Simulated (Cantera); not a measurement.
A closed system holds: 1 mol SiO2, 2.2 mol HCl, 1 mol O2, equilibrated at 12.0 mbar.

Equilibrium computed with Cantera from the NASA thermochemical tables; the gas is ideal and each condensed phase is pure. Candidate condensed phases: H2O, Si, SiO2; 30 gas species. The numbers say what is thermodynamically allowed, not how fast it happens. All values below are at 475 °C.

Base state: HCl 0.394, O2 0.252, H2O 0.177, Cl2 0.177 (mole fractions); condensed: SiO2(α-quartz).

Problem. What changes in the equilibrium state with this change: SiO2 replaced by CaO?

Solution. 
| species | before | after |
|---|---|---|
| H2O | 0.177 | 0.460 |
| O2 | 0.252 | 0.453 |
| HCl | 0.394 | 0.0830 |
| Cl2 | 0.177 | 0.00405 |
| SiO2(α-quartz), mol | 1.00 | 0 |
| CaCl2(s), mol | 0 | 1.00 |
Condensed phases not in the tables: oxide chlorides. Further candidate phases: Ca, CaCl2, CaO, Ca(OH)2.

Problem. What changes in the equilibrium state with this change: 0.66 mol H2 added?

Solution. 
```
species              before  after
-------------------  ------  -----
HCl                   0.394  0.448
H2O                   0.177  0.300
O2                    0.252  0.148
Cl2                   0.177  0.104
SiO2(α-quartz), mol    1.00   1.00
```
